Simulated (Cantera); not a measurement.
Feed: 1 mol SiO₂, 1.8 mol HBr, 1 mol O₂, at 100000 Pa.

Method: chemical equilibrium by Gibbs-energy minimisation in Cantera with the NASA 1993 tables (ideal gas, pure condensed phases). Candidate condensed phases: Br₂, H₂O, Si, SiO₂; 28 gas species. Kinetics and transport are ignored. All values below are at 848 K.

Base state: H₂O 0.382, Br₂ 0.382, O₂ 0.234, HBr 0.00170, Br 0.000430 (mole fractions); condensed: SiO₂(β-quartz).

### Question
What changes in the equilibrium state with this change: SiO₂ replaced by CaO?

### Answer
```json
[
 {"species": "O₂", "before": "0.234", "after": "0.524"},
 {"species": "H₂O", "before": "0.382", "after": "0.473"},
 {"species": "Br₂", "before": "0.382", "after": "0.00297"},
 {"species": "HBr", "before": "0.00170", "after": "0.000136"},
 {"species": "Br", "before": "0.000430", "after": "3.79e-5"},
 {"species": "SiO₂(β-quartz), mol", "before": "1.00", "after": "0"},
 {"species": "CaBr₂(s), mol", "before": "0", "after": "0.894"},
 {"species": "CaO(s), mol", "before": "0", "after": "0.106"}
]
```
Further candidate phases: Ca, CaBr₂, CaO, Ca(OH)₂.

### Question
What changes in the equilibrium state with this change: pressure from 100000 Pa to 13300 Pa?

### Answer
```json
[
 {"species": "H₂O", "before": "0.382", "after": "0.381"},
 {"species": "Br₂", "before": "0.382", "after": "0.380"},
 {"species": "O₂", "before": "0.234", "after": "0.234"},
 {"species": "HBr", "before": "0.00170", "after": "0.00280"},
 {"species": "Br", "before": "0.000430", "after": "0.00118"},
 {"species": "SiO₂(β-quartz), mol", "before": "1.00", "after": "1.00"}
]
```
